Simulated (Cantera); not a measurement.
Charge: 1 mol n-butane, 1.1 mol H2, equilibrated at 1148.15 K and 100000 Pa.

Cantera equilibrium calculation (NASA polynomials, part measured and part estimated; ideal gas, pure solids and liquids). Candidate condensed phases: C, C6H6, C7H8, C8H18; 76 gas species. The numbers say what is thermodynamically allowed, not how fast it happens.

Base state: H2 0.977, CH4 0.0227 (mole fractions); condensed: C(graphite).

What changes in the equilibrium state with this change: temperature from 1148.15 K to 2675 K?


```json
[
 {"species": "H2", "before": "0.977", "after": "0.930"},
 {"species": "H", "before": "7.10e-8", "after": "0.0498"},
 {"species": "C2H2 (acetylene)", "before": "3.64e-8", "after": "0.0200"},
 {"species": "CH4", "before": "0.0227", "after": "9.98e-5"},
 {"species": "C4H2", "before": "<1e-9", "after": "0.000179"},
 {"species": "C2H", "before": "<1e-9", "after": "0.000109"},
 {"species": "C2H2 (vinylidene)", "before": "<1e-9", "after": "2.71e-5"},
 {"species": "CH2", "before": "<1e-9", "after": "1.07e-5"},
 {"species": "C(graphite), mol", "before": "3.86", "after": "3.74"}
]
```
